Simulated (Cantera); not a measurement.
A perfectly stirred reactor is fed with C3H8 : H2 = 1 : 71 (molar parts), at 51.0 Pa; it is held at 1575 K, and followed from long to short residence time.

Cantera simulation using GRI-Mech 3.0 (53 species, 325 reactions); the numbers are that mechanism's predictions, not measurements. GRI-Mech 3.0 was tuned for natural gas; its chemistry of propane as a main component is partial and can be far from experiment. GRI-Mech 3.0 stops at C3 and has no aromatics, soot or wall deposition, so with more carbon than oxygen in the feed, carbon stays in small species such as C2H2 where larger ones or solid carbon would form. Radical loss at walls, strong at low pressure, is not modelled.

Task: What does this change do: H2 71 to 7.7 parts?

Result: 
| quantity | before | after |
|---|---|---|
| x(C3H8) at τ = 5.70 s | 1.04e-5 | 7.24e-5 |
| x(H2) at τ = 5.70 s | 0.971 | 0.837 |
| x(H) at τ = 5.70 s | 0.00210 | 0.00200 |
| x(CH2) at τ = 5.70 s | 9.25e-7 | 2.62e-6 |
| x(C2H) at τ = 5.70 s | 8.29e-8 | 7.47e-7 |
| x(C3H8) at τ = 0.110 s | 0.000438 | 0.00289 |
| x(H2) at τ = 0.110 s | 0.968 | 0.798 |
| x(H) at τ = 0.110 s | 0.00270 | 0.00302 |
| x(CH2) at τ = 0.110 s | 2.01e-6 | 8.11e-6 |
| x(C2H) at τ = 0.110 s | 5.57e-8 | 6.43e-7 |
